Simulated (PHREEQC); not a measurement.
Consider water at 20 °C with 0.0023 mol/kgw HF, 0.0021 mol/kgw Na2CO3 and 0.0016 mol/kgw NaCl. Closed to the air; pH follows from the charge balance.

All values are PHREEQC results (ion-association model, wateq4f.dat), not measurements.

```
quantity                   before    after
------------------------  -------  -------
pH                           7.32     3.02
ionic strength (mol/kgw)  0.00579  0.00262
NaF (mol/kgw)             6.49e-6  8.32e-7
HF (mol/kgw)              1.39e-7  0.00127
HF2- (mol/kgw)            1.18e-9  4.72e-6
SI of Halite (NaCl)         -6.67    -7.21
```

Task: Name the change that produced these shifts.
A. Na2CO3 left out
B. diluted 2-fold with water
C. 2.6e-05 mol/kgw H3PO4 added
D. temperature from 20 to 85 °C

Result: A, Na2CO3 left out

No solid was allowed to form.
